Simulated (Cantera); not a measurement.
Feed: 1 mol Si2H6, 1.3 mol O2, 7.3 mol N2, at 38.0 Pa.

Method: chemical equilibrium by Gibbs-energy minimisation in Cantera with the NASA 1993 tables (ideal gas, pure condensed phases). Candidate condensed phases: H2O, Si, SiO2, Si2N2O, Si3N4; 35 gas species. The feed counts by its element totals alone. N2 is the only nitrogen source here; it is nearly inert below about 1500 K, so the nitride shown seldom forms there in practice. Mutual solubility and eutectic melting of coexisting phases are not modelled. The tables hold silica as quartz up to 1696 K and as liquid above; real silica turns to tridymite and cristobalite and melts near 1996 K. The numbers say what is thermodynamically allowed, not how fast it happens.

Task: What share of the Si ends up in condensed phases as a function of T (K), at 1473, 1573, 1673, 1773, 1873, 1973, 2073?

Result: 
```csv
T (K),Si condensed (%),as
1473,76.9,SiO2(β-quartz) + Si2N2O(s)
1573,30.0,SiO2(β-quartz)
1673,29.5,SiO2(β-quartz)
1773,26.1,SiO2(condensed)
1873,10.4,SiO2(condensed)
1973,0.0,-
2073,0.0,-
```
